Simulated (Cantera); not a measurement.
Feed: 1 mol HgO, 0.37 mol H2, at 6.80 bar.

Method: chemical equilibrium by Gibbs-energy minimisation in Cantera with the NASA 1993 tables (ideal gas, pure condensed phases). Candidate condensed phases: H2O, Hg, HgO; 10 gas species. Rates play no part.

log p: log10 of the partial pressure in bar; n: condensed amount in mol.

| T (°C) | log p H2O | log p Hg | log p O2 | log p OH | log p HO2 | n Hg(l) | n HgO(s) |
|---|---|---|---|---|---|---|---|
| 402 | 0.67 | 0.33 | -2.89 | … | <-11 | 0.202 | 0.630 |
| 477 | 0.51 | 0.54 | -1.05 | … | -10.86 | 0 | 0.610 |
| 552 | 0.17 | 0.61 | 0.10 | … | -9.33 | 0 | 0 |
| 627 | 0.17 | 0.61 | 0.10 | … | -8.63 | 0 | 0 |
| 702 | 0.17 | 0.61 | 0.10 | … | -8.03 | 0 | 0 |
| 777 | 0.17 | 0.61 | 0.10 | … | -7.53 | 0 | 0 |
| 852 | 0.17 | 0.61 | 0.10 | … | -7.08 | 0 | 0 |
| 927 | 0.17 | 0.61 | 0.10 | … | -6.70 | 0 | 0 |
| 1002 | 0.17 | 0.61 | 0.10 | … | -6.36 | 0 | 0 |
| 1077 | 0.17 | 0.61 | 0.10 | … | -6.05 | 0 | 0 |
| 1152 | 0.17 | 0.61 | 0.10 | … | -5.78 | 0 | 0 |

Task: Complete the blanks.

Result: 
- 402, log p OH: -10.74
- 477, log p OH: -9.10
- 552, log p OH: -7.96
- 627, log p OH: -7.10
- 702, log p OH: -6.37
- 777, log p OH: -5.75
- 852, log p OH: -5.21
- 927, log p OH: -4.74
- 1002, log p OH: -4.32
- 1077, log p OH: -3.95
- 1152, log p OH: -3.62
